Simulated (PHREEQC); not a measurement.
Dissolve 0.43 mmol/kgw PbCl2, 33 mmol/kgw HNO3 and 0.082 mmol/kgw Cu(NO3)2 at 25 °C. Closed to the air; pH follows from the charge balance.

The numbers come from PHREEQC with the ion-association model, phreeqc.dat.

Precipitation was switched off in this run.

**Question.** Predict the pH, specific conductance.

**Answer.** pH 1.54; specific conductance 12400 µS/cm.

**Question.** In which forms is Pb present?

**Answer.** Pb+2 79 %, PbNO3+ 19 %, PbCl+ 1.4 % of the Pb.
